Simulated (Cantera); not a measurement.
An isothermal plug-flow reactor at 575 K and 398 Torr (inlet), inlet velocity 0.12 m/s, active area per volume 7400 1/m; feed 0.690 % CO, 8.40 % O2, 90.9 % N2.

Computed with Cantera and Deutschmann's 1995 Pt surface mechanism with GRI-Mech 3.0 gas chemistry. Catalytic surfaces can have several steady states; this one follows from the mechanism file's or the stated starting coverage. Mass transfer to the wall is taken as infinitely fast.

x: gas mole fraction; θ: surface coverage.

| z (m) | x CO | x O2 | x H2O | x CO2 | θ free Pt | θ O* | θ CO* |
|---|---|---|---|---|---|---|---|
| 0.00035 | 0.00505 | 0.0832 | <1e-12 | 0.00186 | 0.00250 | 0.996 | 0.00126 |
| 0.00075 | 0.00488 | 0.0831 | <1e-12 | 0.00204 | 0.00204 | 0.997 | 0.000808 |
| 0.0016 | 0.00464 | 0.0830 | <1e-12 | 0.00227 | 0.00169 | 0.998 | 0.000527 |
| 0.0035 | 0.00430 | 0.0828 | <1e-12 | ___ | ___ | 0.998 | ___ |
| 0.0075 | 0.00384 | 0.0826 | <1e-12 | 0.00307 | 0.00118 | 0.999 | 0.000212 |
| 0.016 | 0.00324 | 0.0823 | <1e-12 | 0.00368 | 0.00100 | 0.999 | 0.000129 |
| 0.035 | ___ | 0.0820 | <1e-12 | ___ | ___ | 0.999 | ___ |

Q: What belongs in the gaps?

A: 
- 0.0035, x CO2: 0.00262
- 0.0035, θ free Pt: 0.00140
- 0.0035, θ CO*: 0.000336
- 0.035, x CO: 0.00246
- 0.035, x CO2: 0.00446
- 0.035, θ free Pt: 0.000858
- 0.035, θ CO*: 7.16e-5
